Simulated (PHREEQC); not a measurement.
Consider water at 25 °C with 58 mmol/kgw Al2(SO4)3, 16 mmol/kgw CuCl2 and 23 mmol/kgw H2SO4. Closed to the air; pH follows from the charge balance.

Equilibrium calculation in PHREEQC: ion-association model, phreeqc.dat.

```csv
quantity,before,after
pH,1.76,1.78
ionic strength (mol/kgw),0.250,0.195
SO4-2 (mol/kgw),0.0393,0.0402
HSO4- (mol/kgw),0.0239,0.0254
Cu+2 (mol/kgw),0.00970,0.00893
CuSO4 (mol/kgw),0.00605,0.00682
```

Problem. Name the change that produced these shifts.
A) H2SO4 from 0.023 to 0.0115 mol/kgw
B) diluted 2-fold with water
C) 0.011 mol/kgw (CH3)4NF added
D) Al2(SO4)3 replaced by K2SO4 at the same molality
E) temperature from 25 to 5 °C

Solution. D, Al2(SO4)3 replaced by K2SO4 at the same molality

Precipitation was switched off in this run.
